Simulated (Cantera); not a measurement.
Input (Python, Cantera):

```python
import numpy as np
import cantera as ct

gas = ct.Solution("h2o2.yaml")
gas.TPX = 1275, 26000, {'H2': 0.43, 'O2': 1, 'N2': 0.67}
reactor = ct.IdealGasConstPressureReactor(gas, energy="off", clone=False)
net = ct.ReactorNet([reactor])
net.rtol, net.atol = 1e-08, 1e-18
show = ['H2', 'O2', 'O', 'H', 'H2O2']
times = np.geomspace(1e-06, 100, 12)

steps = ct.SolutionArray(gas, extra=["t"])
rows = []
print(f"{'t/s':>10s}{'T/K':>9s}{'P/Pa':>11s}" + "".join(f"{s:>11s}" for s in show))
for t in times:
    while net.time < t:
        t_next = net.step()
        steps.append(gas.state, t=t_next)
    rows.append([np.interp(t, steps.t, y) for y in (steps.T, steps.P, *steps(*show).X.T)])
    print(f"{t:10.3e}{rows[-1][0]:9.1f}{rows[-1][1]:11.4g}" + "".join(f"{x:11.3e}" for x in rows[-1][2:]))
rate = np.gradient(steps.T, steps.t)
print("integrator steps:", len(steps.t))
if steps.T.max() > steps.T[0] + 200:
    print(f"time of steepest temperature rise: {steps.t[rate.argmax()]:.4e} s")
gas.TPX = 1275, 26000, {'H2': 0.43, 'O2': 1, 'N2': 0.67}
gas.equilibrate("TP")
print(f"equilibrium (TP): T = {gas.T:.1f} K  " + "  ".join(f"{s} {gas[s].X[0]:.3e}" for s in show))
```

Output:

```
       t/s      T/K       P/Pa         H2         O2          O          H       H2O2
 1.000e-06   1275.0    2.6e+04  2.048e-01  4.762e-01  8.373e-10  6.118e-09  1.998e-12
 5.337e-06   1275.0    2.6e+04  2.048e-01  4.762e-01  1.887e-08  4.869e-08  5.741e-11
 2.848e-05   1275.0    2.6e+04  2.047e-01  4.762e-01  1.497e-05  3.274e-05  4.341e-09
 1.520e-04   1275.0    2.6e+04  5.702e-03  4.050e-01  1.428e-02  9.485e-03  5.779e-06
 8.111e-04   1275.0    2.6e+04  1.316e-04  4.160e-01  2.927e-04  2.474e-05  1.174e-06
 4.329e-03   1275.0    2.6e+04  5.457e-06  4.164e-01  1.645e-05  3.251e-07  1.868e-07
 2.310e-02   1275.0    2.6e+04  5.307e-07  4.164e-01  1.946e-06  1.305e-08  3.402e-08
 1.233e-01   1275.0    2.6e+04  8.629e-08  4.164e-01  3.341e-07  9.470e-10  7.145e-09
 6.579e-01   1275.0    2.6e+04  3.902e-08  4.164e-01  1.444e-07  2.913e-10  3.429e-09
 3.511e+00   1275.0    2.6e+04  3.853e-08  4.164e-01  1.422e-07  2.856e-10  3.387e-09
 1.874e+01   1275.0    2.6e+04  3.853e-08  4.164e-01  1.422e-07  2.856e-10  3.387e-09
 1.000e+02   1275.0    2.6e+04  3.853e-08  4.164e-01  1.422e-07  2.856e-10  3.387e-09
integrator steps: 1625
equilibrium (TP): T = 1275.0 K  H2 3.853e-08  O2 4.164e-01  O 1.422e-07  H 2.856e-10  H2O2 3.387e-09
```

Computed with Cantera and the H2/O2 subset of GRI-Mech 3.0, which has no nitrogen chemistry. The temperature is held fixed by assumption; the heat of reaction is taken as removed at once.
